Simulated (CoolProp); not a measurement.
Vapour-liquid equilibrium of R13 (1) + R11 (2) at 249.5 K; x and y are mole fractions of (1).

Values from CoolProp's multi-fluid Helmholtz-energy mixture model, Platzer 1990 and Jacobsen 1992; pair parameters Bell 2016. This equation is an older, rougher fit; its heat capacities, sound speeds and derivatives of the liquid may be far off and weren't checked against measurements.

| x | bubble pressure, mixture model (MPa) | bubble pressure, Raoult's law (MPa) | y, mixture model | y, Raoult's law |
|---|---|---|---|---|
| 0.05 | 0.09504 | 0.06358 | 0.865 | 0.806 |
| 0.15 | 0.2406 | 0.1647 | 0.948 | 0.933 |
| 0.25 | 0.3635 | 0.2659 | 0.967 | 0.963 |
| 0.35 | 0.4673 | 0.3670 | 0.976 | 0.977 |
| 0.45 | 0.5564 | 0.4681 | 0.981 | 0.985 |
| 0.55 | 0.6353 | 0.5693 | 0.984 | 0.990 |
| 0.65 | 0.7093 | 0.6704 | 0.987 | 0.993 |
| 0.75 | 0.7841 | 0.7716 | 0.990 | 0.996 |
| 0.85 | 0.8663 | 0.8727 | 0.993 | 0.998 |
| 0.95 | 0.9650 | 0.9739 | 0.997 | 0.999 |

The largest gap from Raoult's law is +49.5 % in bubble pressure, at x = 0.05. No azeotrope shows between x = 0.05 and 0.95.

The pair parameters rest on a limited set of measurements; away from them the model extrapolates. The gap from Raoult's law changes sign with composition, which may be real or a fault of the pair parameters; it wasn't checked against measurements.
